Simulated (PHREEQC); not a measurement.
Solution A (0.011 mol/kgw KCl, 0.032 mol/kgw K2SO4 and 9.1e-07 mol/kgw H4SiO4) is mixed with solution B (0.0016 mol NaH2PO4 and 0.013 mol KOH per kg of water) at 25 °C; shares are by mass of water, 1 kg in all. Oxygen alone is held at its pressure in air (log pO2 = -0.68). The system is closed to CO2. The run lets SiO2(a), Halite, Sylvite precipitate or redissolve, and no other solid.

Equilibrium calculation in PHREEQC: ion-association model, phreeqc.dat.

| share of solution B | pH | H4SiO4 (mol/kgw) | SO4-2 (mol/kgw) | H3SiO4- (mol/kgw) | HPO4-2 (mol/kgw) | PO4-3 (mol/kgw) | KSO4- (mol/kgw) |
|---|---|---|---|---|---|---|---|
| 0 | 7.13 | 9.08e-7 | 0.0271 | 2.41e-9 | 0 | 0 | 0.00488 |
| 0.05 | 10.63 | 9.22e-8 | 0.0259 | 7.68e-7 | 7.12e-5 | 5.29e-6 | 0.00453 |
| 0.1 | 10.93 | 4.62e-8 | 0.0246 | 7.64e-7 | 0.000134 | 1.95e-5 | 0.00419 |
| 0.15 | 11.11 | 2.97e-8 | 0.0233 | 7.32e-7 | 0.000191 | 4.05e-5 | 0.00386 |
| 0.2 | 11.23 | 2.12e-8 | 0.0220 | 6.92e-7 | 0.000242 | 6.70e-5 | 0.00354 |
| 0.25 | 11.33 | 1.60e-8 | 0.0208 | 6.49e-7 | 0.000290 | 9.78e-5 | 0.00323 |
| 0.3 | 11.41 | 1.25e-8 | 0.0195 | 6.05e-7 | 0.000334 | 0.000132 | 0.00292 |
| 0.35 | 11.47 | 9.97e-9 | 0.0181 | 5.61e-7 | 0.000376 | 0.000169 | 0.00263 |
| 0.4 | 11.53 | 8.07e-9 | 0.0168 | 5.16e-7 | 0.000415 | 0.000208 | 0.00235 |
| 0.45 | 11.58 | 6.58e-9 | 0.0155 | 4.72e-7 | 0.000453 | 0.000250 | 0.00207 |
| 0.5 | 11.63 | 5.38e-9 | 0.0142 | 4.27e-7 | 0.000490 | 0.000292 | 0.00181 |
| 0.55 | 11.67 | 4.40e-9 | 0.0128 | 3.83e-7 | 0.000526 | 0.000336 | 0.00156 |
| 0.6 | 11.71 | 3.58e-9 | 0.0115 | 3.40e-7 | 0.000562 | 0.000380 | 0.00132 |
| 0.65 | 11.75 | 2.89e-9 | 0.0101 | 2.96e-7 | 0.000597 | 0.000424 | 0.00110 |
| 0.7 | 11.79 | 2.30e-9 | 0.00869 | 2.53e-7 | 0.000632 | 0.000469 | 0.000890 |
| 0.75 | 11.82 | 1.79e-9 | 0.00728 | 2.10e-7 | 0.000668 | 0.000513 | 0.000695 |
| 0.8 | 11.85 | 1.34e-9 | 0.00586 | 1.68e-7 | 0.000705 | 0.000557 | 0.000516 |
| 0.85 | 11.88 | 9.43e-10 | 0.00443 | 1.25e-7 | 0.000742 | 0.000600 | 0.000356 |
| 0.9 | 11.91 | 5.93e-10 | 0.00297 | 8.33e-8 | 0.000782 | 0.000641 | 0.000215 |
| 0.95 | 11.94 | 2.80e-10 | 0.00150 | 4.16e-8 | 0.000824 | 0.000680 | 9.51e-5 |
| 1 | 11.96 | 0 | 0 | 0 | 0.000870 | 0.000716 | 0 |
